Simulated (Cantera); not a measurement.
A freely propagating, adiabatic, planar premixed flame of 6.29 % CH4, 0.271 % H2, 17.9 % O2, 75.5 % N2, equivalence ratio 0.71, unburnt at 598 K and 0.987 atm; mixture-averaged transport, grid criteria slope 0.08 and curve 0.16, no radiation.

Detailed kinetics in Cantera: GRI-Mech 3.0 (53 species, 325 reactions). Burning velocities carry a grid error of a few per cent, more on coarse grids.

x: mole fraction of selected species; z is measured from the peak of heat release.

```tsv
z (mm)	T (K)	u (m/s)	x CH4	x H2	x O2	x CH3	x NO2	x HCO
-1.40	598	0.737	0.0629	[?]	0.179	2.51e-8	<1e-8	<1e-8
-0.935	602	0.742	0.0626	[?]	0.179	2.24e-7	<1e-8	<1e-8
-0.701	611	0.754	0.0619	[?]	0.178	9.10e-7	<1e-8	<1e-8
-0.467	664	0.821	0.0586	[?]	0.174	6.60e-6	2.66e-8	<1e-8
-0.234	944	1.18	0.0422	[?]	0.151	0.000159	3.68e-8	2.27e-7
-0.117	1250	1.57	0.0239	[?]	0.122	0.000735	1.44e-8	4.63e-6
0	1561	1.96	0.00591	0.00765	0.0871	0.000746	<1e-8	2.23e-5
0.117	1696	2.13	0.000431	[?]	0.0676	7.64e-5	<1e-8	6.56e-6
0.234	1747	2.18	1.70e-5	[?]	0.0610	3.31e-6	<1e-8	3.71e-7
0.467	1811	2.25	4.22e-8	[?]	0.0568	<1e-8	<1e-8	<1e-8
0.935	1878	2.33	<1e-8	[?]	0.0543	<1e-8	<1e-8	<1e-8
1.87	1932	2.39	<1e-8	[?]	0.0530	<1e-8	<1e-8	<1e-8
3.74	1963	2.42	<1e-8	[?]	0.0525	<1e-8	1.10e-8	<1e-8
```

### Question
What belongs in the gaps?

### Answer

- -1.40, x H2: 0.00310
- -0.935, x H2: 0.00369
- -0.701, x H2: 0.00435
- -0.467, x H2: 0.00551
- -0.234, x H2: 0.00739
- -0.117, x H2: 0.00830
- 0.117, x H2: 0.00506
- 0.234, x H2: 0.00379
- 0.467, x H2: 0.00314
- 0.935, x H2: 0.00222
- 1.87, x H2: 0.00118
- 3.74, x H2: 0.000502
